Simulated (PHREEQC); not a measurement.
Dissolve 0.0014 mol/kgw NH4BF4 at 22 °C. Closed to the air; pH follows from the charge balance.

Model: ion-association model, phreeqc.dat, run in PHREEQC.

| quantity | before | after |
|---|---|---|
| pH | 3.10 | 3.04 |
| ionic strength (mol/kgw) | 0.00224 | 0.00377 |
| NH3 (mol/kgw) | 7.65e-10 | 1.31e-9 |

Name the change that produced these shifts.
A. temperature from 22 to 15 °C
B. diluted 10-fold with water
C. NH4BF4 from 0.0014 to 0.0028 mol/kgw
D. NH4BF4 replaced by NH4Cl at the same molality
E. 0.0028 mol/kgw LiOH added

C, NH4BF4 from 0.0014 to 0.0028 mol/kgw

Precipitation was switched off in this run. Real BF4- forms and hydrolyses slowly; the run takes it at equilibrium.
